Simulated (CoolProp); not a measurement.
The fluid at 298.15 K and 4.07 MPa flows at 0.29 m/s in a round tube of 1 mm bore and 1.5 µm roughness, fully developed (64/Re and Nu = 3.66 if laminar; Colebrook and Gnielinski if turbulent). The same conditions are run with several fluids, on thermodynamics alone (safety and materials aside).

Model: reference Helmholtz-energy equation of state of each fluid (n-pentane: Thol 2019; R236EA: Rui 2013; ethylbenzene: Zhou 2012; R124: de Vries 1995), in CoolProp.

| fluid | Reynolds number | Darcy friction factor | pressure drop (Pa/m) | heat-transfer coefficient (W/(m² K)) | mass flow (kg/h) |
|---|---|---|---|---|---|
| n-pentane | 954 | 0.0671 | 1770 | 419 | 0.514 |
| R236EA | 1020 | 0.0630 | 3820 | 300 | 1.18 |
| ethylbenzene | 397 | 0.161 | 5870 | 472 | 0.710 |
| R124 | 1490 | 0.0429 | 2480 | 264 | 1.13 |

Transport values come from each fluid's own correlations; those of n-pentane, R236EA, ethylbenzene, R124 are estimates that may be off by 10 % or more.
